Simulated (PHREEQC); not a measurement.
A solution holds 0.003 mol FeCl3, 0.23 mol MgSO4, 0.011 mol MnSO4 and 0.0021 mol Na2SO4 per kg of water, at 25 °C. Closed to the air; pH follows from the charge balance.

Computed with PHREEQC (ion-association model, wateq4f.dat).

No solid was allowed to form.

Q: Estimate the pH, activity of water.

A: pH 3.61; activity of water 0.994.

Q: In which forms is Na present?

A: Na+ 90 %, NaSO4- 10 % of the Na.

Saturation is exceeded, for instance for Jarosite-Na, Fe(OH)3(a); the values hold only as long as no solid forms. Species that the database lacks are ignored.
